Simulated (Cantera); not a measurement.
Input: 1 mol H2O, 0.018 mol O2, at 1200 K and 180 bar.

Method: chemical equilibrium by Gibbs-energy minimisation in Cantera with the NASA 1993 tables (ideal gas, pure condensed phases). Candidate condensed phases: H2O; 9 gas species. The ideal-gas law is rough above about 30 bar. Equilibrium is a limit: real reactors are often held back by kinetics, nucleation or transport.

Base state: H2O 0.982, O2 0.0177 (mole fractions); condensed: gas only.

What changes in the equilibrium state with this change: temperature from 1200 K to 2875 K?


```csv
species,before,after
H2O,0.982,0.945
O2,0.0177,0.0198
OH,1.38e-6,0.0186
H2,7.00e-9,0.0145
H,<1e-9,0.000948
O,<1e-9,0.000760
HO2,2.41e-8,6.43e-5
H2O2,4.41e-8,2.60e-5
```
